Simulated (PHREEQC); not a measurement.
**Acid rinse or clean**

Consider water at 25 °C with 0.0016 mol HF, 8.9e-05 mol CuSO4 and 0.023 mol KCl per kg of water. Closed to the air; pH follows from the charge balance.

Model: ion-association model, phreeqc.dat, run in PHREEQC.

No solid was allowed to form.

Task: Predict the pH, specific conductance.

Result: pH 3.14; specific conductance 3430 µS/cm.

Task: In which forms is S present?

Result: SO4-2 88 %, KSO4- 7.8 %, HSO4- 4.0 % of the S.
